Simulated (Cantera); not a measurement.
A Cantera script and what it prints.

```python
import numpy as np
import cantera as ct

gas_names = """
    C CH CH2 CH3 CH2OH CH3O CH4 CH3OH CN CO CO2 COOH C2 C2H CHCO,ketyl C2H2,acetylene C2H2,vinylidene
    CH2CO,ketene C2H3,vinyl CH3CN CH3CO,acetyl C2H4 C2H4O,ethylen CH3CHO,ethanal CH3COOH (HCOOH)2 C2H5
    C2H6 CH3OCH3 C2H5OH CCN CNC C2N2 C2O C3 C3H3,propargyl C3H4,allene C3H4,propyne C3H4,cyclo-
    C3H5,allyl C3H6,propylene C3H6,cyclo- C3H6O C3H7,n-propyl C3H7,i-propyl C3H8 C3H8O,1propanol
    C3H8O,2propanol C3O2 C4 C4H2 C4H4,1,3-cyclo- C4H6,butadiene C4H6,2-butyne C4H6,cyclo- C4H8,1-butene
    C4H8,cis2-buten C4H8,tr2-butene C4H8,isobutene C4H8,cyclo- (CH3COOH)2 C4H9,n-butyl C4H9,i-butyl
    C4H9,s-butyl C4H9,t-butyl C4H10,isobutane C4H10,n-butane C4N2 C5 C5H6,1,3cyclo- C5H8,cyclo-
    C5H10,1-pentene C5H10,cyclo- C5H11,pentyl C5H11,t-pentyl C5H12,n-pentane C5H12,i-pentane
    CH3C(CH3)2CH3 C6H2 C6H5,phenyl C6H5O,phenoxy C6H6 C6H5OH,phenol C6H10,cyclo- C6H12,1-hexene
    C6H12,cyclo- C6H13,n-hexyl C7H7,benzyl C7H8 C7H8O,cresol C7H14,1-heptene C7H15,n-heptyl
    C7H16,n-heptane C8H8,styrene C8H10,ethylbenz C8H16,1-octene C8H17,n-octyl C8H18,isooctane
    C8H18,n-octane C9H19,n-nonyl C10H8,naphthale C10H21,n-decyl C12H9,o-bipheny C12H10,bipheny H HCN HCO
    HCCN HNC HNCO HNO HNO2 HNO3 HO2 H2 HCHO,formaldehy HCOOH H2O H2O2 N NCO NH NH2 NH3 NH2OH NO NO2 NO3
    N2 N2H2 N2H4 N2O O OH O2 O3 Si SiC SiC2 SiC4H12 SiH SiH2 SiH3 SiH4 SiN SiO SiO2 Si2 Si2C Si2N Si3
""".split()
cond_names = """
    C(gr) C6H6(L) C7H8(L) C8H18(L),n-octa H2O(s) H2O(L) Si(cr) Si(L) SiC(b) SiO2(Lqz) SiO2(hqz) SiO2(L)
    Si2N2O(s) Si3N4(a)
""".split()


def load(file, names, dense=False):
    # The tables refer to 1 bar. Condensed volumes are neglected.
    table = {s.name: s for s in ct.Species.list_from_file(file)}
    out = []
    for n in names:
        d = dict(table[n].input_data)
        d["thermo"] = dict(d["thermo"], **{"reference-pressure": 1e5})
        if dense:
            d["equation-of-state"] = {"model": "constant-volume", "density": "1e6 g/cm^3"}
        out.append(ct.Species.from_dict(d))
    return out


gas = ct.Solution(thermo="ideal-gas", species=load("nasa_gas.yaml", gas_names))
cond = {s.name: ct.Solution(thermo="fixed-stoichiometry", species=[s], name=s.name)
        for s in load("nasa_condensed.yaml", cond_names, dense=True)}
atoms = {
    'Si3N4': {'Si': 3, 'N': 4},
    'O2': {'O': 2},
    'H2': {'H': 2},
    'CO2': {'C': 1, 'O': 2},
}
top_T = {'C(gr)': 4500, 'SiC(b)': 3050, 'Si2N2O(s)': 2100, 'Si3N4(a)': 2400}  # K; cautious upper limits of use, not melting points


def equilibrate(T, P, feed):
    n = {}
    for name, mol in feed.items():
        for a, k in atoms[name].items():
            n[a] = n.get(a, 0.0) + k * mol
    gas.TPX = T, P, n
    mass = sum(n.values()) * gas.mean_molecular_weight
    gas.equilibrate("TP")
    valid = [c for c in cond.values() if c.min_temp <= T <= top_T.get(c.name, c.max_temp)]
    mix = ct.Mixture([(gas, mass / gas.mean_molecular_weight)] + [(c, 0.0) for c in valid])
    mix.T, mix.P = T, P
    mix.equilibrate("TP", solver="vcs", rtol=1e-11, max_steps=5000)
    return mix


results = []
T = 2200  # K
P = 0.8  # Pa
for m in [9.7, 12, 15, 19, 24, 29, 37, 46, 57, 71, 89]:
    feed = {'Si3N4': 1, 'O2': 0.045, 'H2': m, 'CO2': 0.15}  # mol
    mix = equilibrate(T, P, feed)
    results.append((T, P, feed, dict(zip(mix.species_names, mix.species_moles))))

top = {s: max(r[3][s] / sum(r[3][g] for g in gas_names) for r in results) for s in gas_names}
cols = sorted((s for s in top if top[s] > 1e-05), key=lambda s: -top[s])[:6]
seen = [c for c in cond_names if any(r[3].get(c, 0) > 1e-12 for r in results)]
print("log10 of partial pressures in bar; condensed amounts in mol")
print(f"{'n(H2)':>10s}" + "".join(f"{s[:9]:>10s}" for s in cols + seen))
for T, P, feed, n in results:
    ng = sum(n[g] for g in gas_names)
    print(f"{feed['H2']:10.4g}" + "".join(f"{np.log10(max(n[s] / ng * P / 1e5, 1e-99)):10.3f}" for s in cols)
          + "".join(f"{n.get(c, 0):10.4g}" for c in seen))
```

Output:

```
log10 of partial pressures in bar; condensed amounts in mol
     n(H2)         H        H2        Si        N2       SiO        CO
       9.7    -5.279    -6.059    -6.001    -6.141    -7.062    -7.266
        12    -5.262    -6.025    -6.072    -6.212    -7.133    -7.337
        15    -5.247    -5.995    -6.150    -6.290    -7.211    -7.415
        19    -5.233    -5.968    -6.236    -6.376    -7.297    -7.501
        24    -5.223    -5.947    -6.324    -6.464    -7.385    -7.589
        29    -5.216    -5.933    -6.397    -6.537    -7.458    -7.662
        37    -5.208    -5.918    -6.494    -6.633    -7.554    -7.758
        46    -5.203    -5.907    -6.581    -6.721    -7.642    -7.846
        57    -5.198    -5.898    -6.669    -6.808    -7.729    -7.933
        71    -5.195    -5.891    -6.759    -6.899    -7.820    -8.024
        89    -5.192    -5.884    -6.853    -6.993    -7.914    -8.118
```

Method: chemical equilibrium by Gibbs-energy minimisation in Cantera with the NASA 1993 tables (ideal gas, pure condensed phases). The tables' values for SiN are old estimates; treat these amounts as uncertain.
